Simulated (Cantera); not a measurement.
**Stirred combustor or abatement burner**

A perfectly stirred reactor is fed with CH₄ : H₂ : O₂ : N₂ = 1 : 0.073 : 1.45 : 5.47 (molar parts), equivalence ratio 1.4, at 12000 Torr; it is adiabatic with a 425 K inlet, and is followed from long to short residence time, starting on the burning branch (τ in s: 0.4, 0.11, 0.03, 0.0084, 0.0023, 0.00065, 0.00018, 4.9e-05, 1.4e-05, 3.8e-06).

Model: GRI-Mech 3.0 (53 species, 325 reactions), integrated in Cantera. The pressure lies above the range GRI-Mech 3.0 was tuned for (to about 10 atm).

```tsv
τ (s)	T (K)	x CH₄	x H₂	x O₂	x C₂H	x CH₃
0.40	2071	0.000106	0.0631	8.51e-6	1.39e-10	5.52e-6
0.11	2072	0.000340	0.0625	2.98e-5	1.47e-9	1.83e-5
0.030	2075	0.000964	0.0607	0.000104	1.19e-8	5.51e-5
0.0084	2079	0.00215	0.0567	0.000345	5.76e-8	0.000137
0.0023	2081	0.00391	0.0505	0.00112	1.74e-7	0.000295
0.00065	2065	0.00620	0.0438	0.00342	3.37e-7	0.000553
0.00018	1986	0.0106	0.0374	0.0118	3.58e-7	0.000925
4.9e-5	425	0.125	0.00913	0.181	<1e-12	<1e-12
1.4e-5	425	0.125	0.00913	0.181	<1e-12	<1e-12
3.8e-6	425	0.125	0.00913	0.181	<1e-12	<1e-12
```
x: mole fraction; the columns are a selection and need not sum to one.
